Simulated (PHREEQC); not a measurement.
Dissolve 0.001 mol NH4HF2, 0.0006 mol H2SiF6, 0.077 mol H3PO4 and 0.0013 mol HCl per kg of water at 20 °C. Closed to the air; pH follows from the charge balance.

Model: ion-association model, phreeqc.dat, run in PHREEQC.

```json
[
 {"quantity": "pH", "before": "1.69", "after": "1.76"},
 {"quantity": "H2PO4- (mol/kgw)", "before": "0.0222", "after": "0.0191"},
 {"quantity": "HF (mol/kgw)", "before": "0.00320", "after": "0.00529"},
 {"quantity": "SiF6-2 (mol/kgw)", "before": "0.000378", "after": "2.76e-5"},
 {"quantity": "SI of Chalcedony (SiO2)", "before": "-0.04", "after": "-0.00"}
]
```

**Question.** Name the change that produced these shifts.
(A) NH4HF2 left out
(B) temperature from 20 to 55 °C
(C) NH4HF2 from 0.001 to 0.01 mol/kgw
(D) temperature from 20 to 10 °C
(E) HCl from 0.0013 to 0.00065 mol/kgw

**Answer.** B, temperature from 20 to 55 °C

No solid was allowed to form. Some of these states are supersaturated (in Quartz (slow to form), for instance). Constants without temperature data keep their 25 °C values here. SiF6-2 is the database's only silicon fluoride.
